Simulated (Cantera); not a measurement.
# Ignition delay

Mixture: CO : H2 : O2 : N2 = 1 : 0.2 : 0.375 : 1.41 (molar parts), equivalence ratio 1.6, at 1.00 bar, adiabatic and at constant pressure. Ignition delay is the time to a rise of 400 K.

Model: GRI-Mech 3.0 (53 species, 325 reactions), integrated in Cantera. Where the delays flatten at high temperature, the 400 K rule measures the pace of heat release, not the induction time.

```json
[
 {"T0 (K)": "1323", "delay (ms)": "0.0561"},
 {"T0 (K)": "1398", "delay (ms)": "0.0478"},
 {"T0 (K)": "1473", "delay (ms)": "0.0432"},
 {"T0 (K)": "1548", "delay (ms)": "0.0410"},
 {"T0 (K)": "1623", "delay (ms)": "0.0408"},
 {"T0 (K)": "1698", "delay (ms)": "0.0421"},
 {"T0 (K)": "1773", "delay (ms)": "0.0444"}
]
```
